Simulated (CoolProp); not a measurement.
A closed Brayton cycle with nitrogen: compressor inlet 311.15 K and 3.1 MPa, high pressure 10 MPa, turbine inlet 900 K, compressor efficiency 0.8, turbine efficiency 0.85, recuperator effectiveness 0.9 (on enthalpy, no pinch check). Each further row changes one setting.

The numbers come from the reference Helmholtz-energy equation of state, Span 2000 in CoolProp.

| case | thermal efficiency (%) | net work (kJ/kg) | compressor to turbine work | compressor exit (K) | turbine exit (K) |
|---|---|---|---|---|---|
| as stated | 26.9 | 70.3 | 0.70 | 466.6 | 696.0 |
| turbine inlet 850 K | 23.4 | 57.1 | 0.74 | 466.6 | 655.6 |
| compressor inlet 321.15 K | 25.0 | 64.9 | 0.72 | 481.4 | 696.0 |
| high pressure 8.5 MPa | 28.6 | 68.3 | 0.67 | 441.9 | 721.1 |
| recuperator effectiveness 0.5 | 19.5 | 70.3 | 0.70 | 466.6 | 696.0 |
